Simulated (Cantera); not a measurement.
Charge: 1 mol C3H8, 0.082 mol NH3, 3.1 mol N2, held at 2898.15 K and 35000 Pa.

These are equilibrium values from Cantera (NASA tables, ideal gas, pure condensed phases), not measurements of a reactor. Rates play no part.

```
species             before    after
----------------  --------  -------
H2                   0.412    0.537
N2                   0.366    0.415
HCN                 0.0647   0.0241
H                    0.124   0.0175
C2H2 (acetylene)    0.0189  0.00334
HNC                 0.0112  0.00242
C2                 2.88e-5  1.64e-8
C3                0.000289  1.83e-7
C                  5.31e-5  7.79e-8
CH                 1.08e-5  5.59e-8
C2H               0.000838  5.89e-6
CN                 0.00182  3.76e-5
C(graphite), mol      2.07     2.76
```
Gas species are given as mole fractions.

Task: Name the change that produced these shifts.
A) temperature from 2898.15 K to 2698.15 K
B) temperature from 2898.15 K to 2548 K
C) temperature from 2898.15 K to 2375 K
D) temperature from 2898.15 K to 850 K

Result: C, temperature from 2898.15 K to 2375 K
